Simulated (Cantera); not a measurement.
Input (Python, Cantera):

```python
import numpy as np
import cantera as ct

gas = ct.Solution("gri30.yaml")
gas.TPX = 1850, 101325, {'CH4': 1, 'N2': 14}
inlet = ct.Reservoir(gas, clone=True)

reactor = ct.IdealGasConstPressureReactor(gas, energy="off", clone=False)
exhaust = ct.Reservoir(gas, clone=True)
tau = [2, 0.63, 0.2, 0.064, 0.02, 0.0065, 0.0021, 0.00066, 0.00021][0]
for a, b in ((inlet, reactor), (reactor, exhaust)):
    ct.MassFlowController(a, b, mdot=lambda t: reactor.mass / tau)
net = ct.ReactorNet([reactor])
show = ['CH4', 'C2H4', 'CH2', 'C2H6', 'C2H', 'H2']

rows = []
print(f"{'tau/s':>10s}{'T/K':>9s}" + "".join(f"{s:>11s}" for s in show))
for tau in [2, 0.63, 0.2, 0.064, 0.02, 0.0065, 0.0021, 0.00066, 0.00021]:
    net.initial_time = 0.0
    net.advance(30 * tau)
    before = gas.X
    net.advance(40 * tau)
    drift = np.max(np.abs(gas.X - before) / (gas.X + 1e-9))
    rows.append([gas.T, *gas[show].X, drift])
    print(f"{tau:10.3e}{gas.T:9.1f}" + "".join(f"{x:11.3e}" for x in gas[show].X))
```

Output:

```
     tau/s      T/K        CH4       C2H4        CH2       C2H6        C2H         H2
 2.000e+00   1850.0  1.383e-03  4.886e-05  9.772e-08  1.490e-07  5.725e-07  9.161e-02
 6.300e-01   1850.0  2.454e-03  5.155e-05  1.687e-07  4.600e-07  5.589e-07  9.007e-02
 2.000e-01   1850.0  4.358e-03  6.199e-05  2.863e-07  1.418e-06  5.354e-07  8.733e-02
 6.400e-02   1850.0  7.686e-03  9.762e-05  4.716e-07  4.279e-06  4.971e-07  8.252e-02
 2.000e-02   1850.0  1.350e-02  2.139e-04  7.527e-07  1.275e-05  4.368e-07  7.406e-02
 6.500e-03   1850.0  2.236e-02  5.326e-04  1.117e-06  3.400e-05  3.537e-07  6.103e-02
 2.100e-03   1850.0  3.450e-02  1.263e-03  1.534e-06  7.950e-05  2.448e-07  4.290e-02
 6.600e-04   1850.0  4.857e-02  2.198e-03  1.805e-06  1.443e-04  1.151e-07  2.183e-02
 2.100e-04   1850.0  6.076e-02  1.361e-03  1.287e-06  1.275e-04  1.934e-08  5.584e-03
```

Cantera simulation using GRI-Mech 3.0 (53 species, 325 reactions); the numbers are that mechanism's predictions, not measurements. GRI-Mech 3.0 stops at C3 and has no aromatics, soot or wall deposition, so with more carbon than oxygen in the feed, carbon stays in small species such as C2H2 where larger ones or solid carbon would form.
